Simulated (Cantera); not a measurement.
Standard-state values (1 bar) from the NASA 1993 polynomials, evaluated with Cantera. Values are per mole of reaction as written; species without (g) are pure solids or liquids, kept so even where they would boil at 1 bar.

CaF2 = Ca + 2 F(g), with ΔH° = 1384.7 kJ and ΔS° = 291.5 J/K at 300 K.

### Question
How far is the shortcut ΔG° ≈ ΔH°(300 K) − T·ΔS°(300 K) from the full temperature-dependent value at 1948, 1973, 1998, 2023, 2048, 2073, 2098, 2123 K?

### Answer
| T (K) | shortcut (kJ) | full (kJ) | difference (kJ) | difference in log10 K | condensed phases |
|---|---|---|---|---|---|
| 1948 | 816.9 | 830.5 | -13.6 | 0.37 | CaF2(l), Ca(l) |
| 1973 | 809.6 | 824.1 | -14.5 | 0.38 | CaF2(l), Ca(l) |
| 1998 | 802.3 | 817.7 | -15.4 | 0.40 | CaF2(l), Ca(l) |
| 2023 | 795.0 | 811.3 | -16.3 | 0.42 | CaF2(l), Ca(l) |
| 2048 | 787.7 | 804.9 | -17.2 | 0.44 | CaF2(l), Ca(l) |
| 2073 | 780.4 | 798.5 | -18.1 | 0.46 | CaF2(l), Ca(l) |
| 2098 | 773.2 | 792.1 | -19.0 | 0.47 | CaF2(l), Ca(l) |
| 2123 | 765.9 | 785.8 | -19.9 | 0.49 | CaF2(l), Ca(l) |
The shortcut ignores heat capacities and the phase changes listed.
